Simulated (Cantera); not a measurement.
**Transport properties of process gases**

Gas mixture: O2 = 0.7 (molar parts), at 0.000109 atm, frozen composition.

Cantera's kinetic-theory transport with the Lennard-Jones parameters of GRI-Mech 3.0, ideal gas; thermal conductivity in the mixture-averaged form.

| T (K) | ρ (kg/m³) | cp (J/kg/K) | μ (µPa s) | λ (mW/m/K) | Pr | D (cm²/s) O | D (cm²/s) NO | D (cm²/s) H2 |
|---|---|---|---|---|---|---|---|---|
| 400 | 0.000106 | 941.4 | 25.6 | 33.9 | 0.713 | 5010 | 3120 | 12100 |
| 600 | 7.06e-5 | 1003 | 34.1 | 48.2 | 0.709 | 9980 | 6250 | 24000 |
| 800 | 5.29e-5 | 1055 | 41.4 | 61.4 | 0.710 | 16200 | 10100 | 38700 |
| 1000 | 4.23e-5 | 1090 | 47.9 | 73.6 | 0.710 | 23500 | 14700 | 56000 |
| 1200 | 3.53e-5 | 1114 | 54.0 | 84.9 | 0.708 | 31800 | 20000 | 75800 |
| 1400 | 3.02e-5 | 1134 | 59.7 | 95.7 | 0.707 | 41100 | 25800 | 97800 |
D: mixture-averaged diffusion coefficient of that species in the mixture.
